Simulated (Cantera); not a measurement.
A diamond (100) surface in a fixed gas of H2 with x(CH4) = 0.0045, x(H) = 0.01, at 923 K, 0.0200 bar; coverages are run to steady state.

Computed with Cantera and the Harris–Goodwin 1993 mechanism for the reconstructed diamond (100) surface.

θ: site fractions in the mechanism's names (c6HH fully hydrogenated, c6H* and c6*H radical sites, c6** diradical, c6HM methylated).

```
x(CH3)   growth (µm/h)  θ c6HH  θ c6H*  θ c6*H   θ c6**    θ c6HM
-------  -------------  ------  ------  ------  -------  --------
1e-06                ?   0.669  0.0121   0.313  0.00538   7.58e-5
2.6e-06              ?   0.669  0.0121   0.313  0.00538  0.000197
6.7e-06              ?   0.669  0.0121   0.313  0.00538  0.000508
1.7e-05              ?   0.668  0.0121   0.312  0.00537   0.00129
4.5e-05              ?   0.667  0.0121   0.312  0.00535   0.00340
0.00012              ?   0.662  0.0120   0.309  0.00530   0.00898
0.00031              ?   0.650  0.0118   0.304  0.00518    0.0228
0.00079              ?   0.623  0.0113   0.291  0.00490    0.0553
0.0021               ?   0.560  0.0101   0.260  0.00425     0.130
```

Some entries are withheld; supply them.


- 1e-06, growth (µm/h): 0.00715
- 2.6e-06, growth (µm/h): 0.0186
- 6.7e-06, growth (µm/h): 0.0479
- 1.7e-05, growth (µm/h): 0.121
- 4.5e-05, growth (µm/h): 0.320
- 0.00012, growth (µm/h): 0.847
- 0.00031, growth (µm/h): 2.15
- 0.00079, growth (µm/h): 5.21
- 0.0021, growth (µm/h): 12.3
